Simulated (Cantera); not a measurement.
A perfectly stirred reactor is fed with C2H6 : N2 = 1 : 71 (molar parts), at 0.150 Torr; it is held at 1800 K, and followed from long to short residence time.

Model: GRI-Mech 3.0 (53 species, 325 reactions), integrated in Cantera. GRI-Mech 3.0 stops at C3 and has no aromatics, soot or wall deposition, so with more carbon than oxygen in the feed, carbon stays in small species such as C2H2 where larger ones or solid carbon would form. Radical loss at walls, strong at low pressure, is not modelled.

x: mole fraction; the columns are a selection and need not sum to one.

```tsv
τ (s)	x C2H6	x C2H4	x CH3	x H	x HCN	x H2
0.37	0.000399	0.00174	?	0.00111	5.91e-5	0.0174
0.22	0.000649	0.00234	?	0.00115	4.42e-5	0.0153
0.13	0.00106	0.00299	?	0.00117	3.18e-5	0.0129
0.076	0.00172	0.00352	?	0.00115	2.15e-5	0.0101
0.045	0.00274	0.00365	?	0.00106	1.35e-5	0.00731
0.026	0.00430	0.00317	0.00903	0.000897	7.10e-6	0.00462
0.016	0.00610	0.00228	0.00889	0.000692	3.29e-6	0.00267
0.0091	0.00841	0.00113	?	0.000422	9.00e-7	0.00111
```

Problem. Complete the blanks.

Solution. 
- 0.37, x CH3: 0.00345
- 0.22, x CH3: 0.00445
- 0.13, x CH3: 0.00566
- 0.076, x CH3: 0.00702
- 0.045, x CH3: 0.00826
- 0.0091, x CH3: 0.00764
